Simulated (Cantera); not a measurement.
Input (Python, Cantera) and output of one run.

```python
import numpy as np
import cantera as ct

gas_names = [...]  # 109 gases of nasa_gas.yaml made of C, Cl, H, Si
cond_names = """
    C(gr) C6H6(L) C7H8(L) C8H18(L),n-octa Si(cr) Si(L) SiC(b)
""".split()


# ... load() reads the species with a 1 bar reference pressure and builds the phases ...
atoms = {
    '(CH3)2SiCl2': {'C': 2, 'H': 6, 'Si': 1, 'CL': 2},
    'CH4': {'C': 1, 'H': 4},
    'H2': {'H': 2},
}
top_T = {'C(gr)': 4500, 'SiC(b)': 3050}  # K; cautious upper limits of use, not melting points


# ... equilibrate(T, P, feed) seeds the gas with the atoms and calls Mixture.equilibrate('TP', solver="vcs", rtol=1e-11, max_steps=5000) ...
results = []
feed = {'(CH3)2SiCl2': 1, 'CH4': 0.52, 'H2': 2.5}  # mol
P = 10000  # Pa
for T in [1073, 1173, 1273, 1373, 1473, 1573, 1673, 1773, 1873, 1973]:
    mix = equilibrate(T, P, feed)
    results.append((T, P, feed, dict(zip(mix.species_names, mix.species_moles))))
    x = sorted(zip(gas.X, gas.species_names), reverse=True)
    print(f"T = {T:g} K  P = {P:g} Pa  gas = {mix.phase_moles(0):.4g} mol")
    print("   x: " + "  ".join(f"{s} {v:.3e}" for v, s in x if v > 0.001))
    print("   condensed (mol): " + ("  ".join(f"{mix.phase(i).name} {mix.phase_moles(i):.4g}"
          for i in range(1, mix.n_phases) if mix.phase_moles(i) > 1e-12) or "none"))
```

Output:

```
T = 1073 K  P = 10000 Pa  gas = 7.297 mol
   x: H2 8.122e-01  HCL 1.543e-01  SiCL4 2.836e-02  CH4 3.031e-03  SiHCL3 1.830e-03
   condensed (mol): C(gr) 1.721  SiC(b) 0.7773
T = 1173 K  P = 10000 Pa  gas = 7.416 mol
   x: H2 7.751e-01  HCL 2.077e-01  SiCL4 1.410e-02  SiHCL3 1.226e-03  CH4 1.169e-03
   condensed (mol): C(gr) 1.63  SiC(b) 0.8811
T = 1273 K  P = 10000 Pa  gas = 7.49 mol
   x: H2 7.511e-01  HCL 2.414e-01  SiCL4 5.193e-03
   condensed (mol): C(gr) 1.568  SiC(b) 0.9475
T = 1373 K  P = 10000 Pa  gas = 7.521 mol
   x: H2 7.415e-01  HCL 2.546e-01  SiCL4 1.606e-03  SiCL2 1.066e-03
   condensed (mol): C(gr) 1.545  SiC(b) 0.973
T = 1473 K  P = 10000 Pa  gas = 7.532 mol
   x: H2 7.390e-01  HCL 2.578e-01  SiCL2 1.851e-03
   condensed (mol): C(gr) 1.541  SiC(b) 0.9773
T = 1573 K  P = 10000 Pa  gas = 7.536 mol
   x: H2 7.388e-01  HCL 2.573e-01  SiCL2 2.903e-03
   condensed (mol): C(gr) 1.546  SiC(b) 0.973
T = 1673 K  P = 10000 Pa  gas = 7.539 mol
   x: H2 7.395e-01  HCL 2.552e-01  SiCL2 4.242e-03
   condensed (mol): C(gr) 1.554  SiC(b) 0.9645
T = 1773 K  P = 10000 Pa  gas = 7.542 mol
   x: H2 7.405e-01  HCL 2.522e-01  SiCL2 5.862e-03
   condensed (mol): C(gr) 1.565  SiC(b) 0.953
T = 1873 K  P = 10000 Pa  gas = 7.547 mol
   x: H2 7.413e-01  HCL 2.482e-01  SiCL2 7.730e-03  H 1.757e-03
   condensed (mol): C(gr) 1.577  SiC(b) 0.9393
T = 1973 K  P = 10000 Pa  gas = 7.556 mol
   x: H2 7.414e-01  HCL 2.434e-01  SiCL2 9.792e-03  H 3.674e-03
   condensed (mol): C(gr) 1.589  SiC(b) 0.9237
```

Method: chemical equilibrium by Gibbs-energy minimisation in Cantera with the NASA 1993 tables (ideal gas, pure condensed phases). The feed counts by its element totals alone. The tables' values for SiCl3, SiCl are old estimates; treat these amounts as uncertain.
